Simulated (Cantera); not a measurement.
What does this Cantera script print?

```python
import numpy as np
import cantera as ct

gas_names = [...]  # 110 gases of nasa_gas.yaml made of C, H, O
cond_names = """
    C(gr) C6H6(L) C7H8(L) C8H18(L),n-octa H2O(s) H2O(L)
""".split()


# ... load() reads the species with a 1 bar reference pressure and builds the phases ...
atoms = {
    'C3H6': {'C': 3, 'H': 6},
    'H2O': {'H': 2, 'O': 1},
    'H2': {'H': 2},
}
top_T = {'C(gr)': 4500}  # K; cautious upper limits of use, not melting points


# ... equilibrate(T, P, feed) seeds the gas with the atoms and calls Mixture.equilibrate('TP', solver="gibbs", rtol=1e-10, max_steps=50000) ...
results = []
feed = {'C3H6': 1, 'H2O': 0.47, 'H2': 0.83}  # mol
P = 210000  # Pa
for T in [573, 623, 673, 723, 773, 823, 873, 923, 973, 1023, 1073]:
    mix = equilibrate(T, P, feed)
    results.append((T, P, feed, dict(zip(mix.species_names, mix.species_moles))))

top = {s: max(r[3][s] / sum(r[3][g] for g in gas_names) for r in results) for s in gas_names}
cols = sorted((s for s in top if top[s] > 0.0001), key=lambda s: -top[s])[:6]
seen = [c for c in cond_names if any(r[3].get(c, 0) > 1e-12 for r in results)]
print("log10 of partial pressures in bar; condensed amounts in mol")
print(f"{'T/K':>10s}" + "".join(f"{s[:9]:>10s}" for s in cols + seen))
for T, P, feed, n in results:
    ng = sum(n[g] for g in gas_names)
    print(f"{T:10.4g}" + "".join(f"{np.log10(max(n[s] / ng * P / 1e5, 1e-99)):10.3f}" for s in cols)
          + "".join(f"{n.get(c, 0):10.4g}" for c in seen))
```

It prints:

```
log10 of partial pressures in bar; condensed amounts in mol
       T/K        H2       CH4       H2O        CO       CO2     C(gr)
       573    -1.053     0.209    -0.416    -4.224    -1.976     1.112
       623    -0.759     0.188    -0.431    -3.548    -1.892     1.157
       673    -0.515     0.154    -0.453    -2.974    -1.824     1.234
       723    -0.313     0.102    -0.484    -2.482    -1.769     1.348
       773    -0.149     0.028    -0.528    -2.057    -1.726     1.502
       823    -0.021    -0.071    -0.589    -1.690    -1.700     1.686
       873     0.076    -0.196    -0.675    -1.380    -1.705     1.878
       923     0.145    -0.344    -0.796    -1.129    -1.760     2.049
       973     0.191    -0.509    -0.959    -0.944    -1.887     2.177
      1023     0.221    -0.682    -1.164    -0.823    -2.093     2.267
      1073     0.241    -0.857    -1.399    -0.754    -2.359     2.332
```

Cantera equilibrium calculation (NASA polynomials, part measured and part estimated; ideal gas, pure solids and liquids).
